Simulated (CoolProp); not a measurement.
Properties of dimethyl carbonate along the isobar 14.9 MPa (Tc = 283.9 °C, pc = 4.909 MPa, ω = 0.346).

The numbers come from the reference Helmholtz-energy equation of state, Zhou 2011 in CoolProp.

```
T (°C)          phase  density (kg/m³)  cp (kJ/(kg K))  Joule-Thomson coefficient (K/MPa)  isothermal compressibility (1/MPa)
------  -------------  ---------------  --------------  ---------------------------------  ----------------------------------
222.45         liquid            807.1           2.267                         -0.0002782                            0.004327
232.85         liquid            789.8           2.303                                [?]                            0.004906
243.25         liquid            772.0           2.343                            0.09611                                 [?]
253.75         liquid              [?]           2.387                             0.1586                            0.006483
264.15         liquid            733.5           2.436                             0.2329                                 [?]
274.65         liquid            712.6           2.491                             0.3235                            0.008959
285.05  supercritical            690.7           2.551                             0.4326                             0.01073
295.55  supercritical            667.0             [?]                             0.5658                             0.01305
305.95  supercritical            641.9           2.684                             0.7236                             0.01600
316.45  supercritical            614.9           2.751                             0.9087                             0.01978
326.85  supercritical            586.7           2.807                              1.113                             0.02431
```

Question: What belongs in the gaps?

Answer: 
- 232.85, Joule-Thomson coefficient (K/MPa): 0.04404
- 243.25, isothermal compressibility (1/MPa): 0.005608
- 253.75, density (kg/m³): 753.1
- 264.15, isothermal compressibility (1/MPa): 0.007568
- 295.55, cp (kJ/(kg K)): 2.617
